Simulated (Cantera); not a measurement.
# Si + HCl + N2 + F2 (silicon etching in halogen gases)

A closed system holds: 1 mol Si, 1.9 mol HCl, 0.43 mol N2, 3.4 mol F2, at 1600 K and 0.000110 bar.

Cantera equilibrium calculation (NASA polynomials, part measured and part estimated; ideal gas, pure solids and liquids). Candidate condensed phases: NH4Cl, Si, Si3N4; 49 gas species. Kinetics and transport are ignored.

```yaml
x(HF): 0.310
x(Cl): 0.308
x(SiF4): 0.163
x(F): 0.146
x(N2): 0.0703
x(Cl2): 0.000863
x(ClF): 0.000844
x(HCl): 4.46e-5
gas_amount: 6.120 mol
log10 activity of Si(s) (absent): -28.32
```
